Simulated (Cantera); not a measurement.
## NO annealing gas

A perfectly stirred reactor is fed with 94.7 % NO, 5.30 % N₂, at 0.237 atm; it is held at 1975 K, and followed from long to short residence time.

Cantera simulation using GRI-Mech 3.0 (53 species, 325 reactions); the numbers are that mechanism's predictions, not measurements.

| τ (s) | x NO | x N₂O | x O₂ | x O | x N₂ |
|---|---|---|---|---|---|
| 3.4 | 0.348 | 4.32e-5 | 0.299 | 0.000629 | 0.352 |
| 1.3 | 0.552 | 0.000113 | 0.197 | 0.000522 | 0.250 |
| 0.47 | 0.748 | 0.000218 | 0.0990 | 0.000390 | 0.152 |
| 0.18 | 0.860 | 0.000299 | 0.0427 | 0.000285 | 0.0959 |
| 0.065 | 0.915 | 0.000343 | 0.0157 | 0.000215 | 0.0688 |
| 0.024 | 0.935 | 0.000348 | 0.00560 | 0.000178 | 0.0587 |
| 0.0090 | 0.942 | 0.000318 | 0.00190 | 0.000156 | 0.0549 |
| 0.0034 | 0.945 | 0.000251 | 0.000558 | 0.000132 | 0.0536 |
| 0.0012 | 0.946 | 0.000153 | 0.000106 | 9.43e-5 | 0.0532 |
| 0.00046 | 0.947 | 7.75e-5 | 1.44e-5 | 5.29e-5 | 0.0531 |
x: mole fraction; the columns are a selection and need not sum to one.
